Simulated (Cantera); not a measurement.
A freely propagating, adiabatic, planar premixed flame of 9.51 % CH4, 19.0 % O2, 71.5 % N2, unburnt at 323 K and 81000 Pa; multicomponent+Soret transport, grid criteria slope 0.08 and curve 0.16, no radiation.

Computed with Cantera and GRI-Mech 3.0 (53 species, 325 reactions). Burning velocities carry a grid error of a few per cent, more on coarse grids.

x: mole fraction of selected species; z is measured from the peak of heat release.

```json
[
 {"z (mm)": "-1.55", "T (K)": "323", "u (m/s)": "0.458", "x CH4": "0.0950", "x O2": "0.190", "x C2H": "<1e-8", "x O": "<1e-8", "x C2H6": "<1e-8", "x NO2": "<1e-8"},
 {"z (mm)": "-1.03", "T (K)": "324", "u (m/s)": "0.459", "x CH4": "0.0949", "x O2": "0.190", "x C2H": "<1e-8", "x O": "<1e-8", "x C2H6": "6.44e-8", "x NO2": "<1e-8"},
 {"z (mm)": "-0.773", "T (K)": "327", "u (m/s)": "0.465", "x CH4": "0.0943", "x O2": "0.190", "x C2H": "<1e-8", "x O": "<1e-8", "x C2H6": "___", "x NO2": "<1e-8"},
 {"z (mm)": "-0.515", "T (K)": "377", "u (m/s)": "0.537", "x CH4": "0.0897", "x O2": "0.187", "x C2H": "<1e-8", "x O": "1.78e-8", "x C2H6": "2.25e-5", "x NO2": "8.37e-8"},
 {"z (mm)": "-0.258", "T (K)": "823", "u (m/s)": "1.19", "x CH4": "0.0638", "x O2": "0.153", "x C2H": "<1e-8", "x O": "5.00e-6", "x C2H6": "0.000567", "x NO2": "1.64e-7"},
 {"z (mm)": "-0.129", "T (K)": "1273", "u (m/s)": "1.86", "x CH4": "0.0356", "x O2": "0.109", "x C2H": "<1e-8", "x O": "8.89e-5", "x C2H6": "0.000850", "x NO2": "3.23e-8"},
 {"z (mm)": "0", "T (K)": "1681", "u (m/s)": "2.48", "x CH4": "0.00802", "x O2": "0.0593", "x C2H": "1.01e-7", "x O": "0.000800", "x C2H6": "9.24e-5", "x NO2": "<1e-8"},
 {"z (mm)": "0.129", "T (K)": "1838", "u (m/s)": "2.70", "x CH4": "0.000467", "x O2": "0.0323", "x C2H": "6.19e-8", "x O": "0.00269", "x C2H6": "2.69e-7", "x NO2": "<1e-8"},
 {"z (mm)": "0.258", "T (K)": "1883", "u (m/s)": "2.76", "x CH4": "___", "x O2": "___", "x C2H": "<1e-8", "x O": "0.00348", "x C2H6": "<1e-8", "x NO2": "<1e-8"},
 {"z (mm)": "0.515", "T (K)": "1936", "u (m/s)": "2.82", "x CH4": "1.90e-8", "x O2": "0.0195", "x C2H": "<1e-8", "x O": "0.00328", "x C2H6": "<1e-8", "x NO2": "<1e-8"},
 {"z (mm)": "1.03", "T (K)": "2002", "u (m/s)": "2.91", "x CH4": "<1e-8", "x O2": "0.0167", "x C2H": "<1e-8", "x O": "0.00255", "x C2H6": "<1e-8", "x NO2": "<1e-8"},
 {"z (mm)": "2.06", "T (K)": "2075", "u (m/s)": "3.00", "x CH4": "<1e-8", "x O2": "0.0138", "x C2H": "<1e-8", "x O": "0.00171", "x C2H6": "<1e-8", "x NO2": "<1e-8"},
 {"z (mm)": "4.12", "T (K)": "2140", "u (m/s)": "3.08", "x CH4": "<1e-8", "x O2": "0.0110", "x C2H": "<1e-8", "x O": "0.00103", "x C2H6": "<1e-8", "x NO2": "<1e-8"}
]
```

Problem. Complete the blanks.

Solution. 
- -0.773, x C2H6: 6.93e-7
- 0.258, x CH4: 1.29e-5
- 0.258, x O2: 0.0239
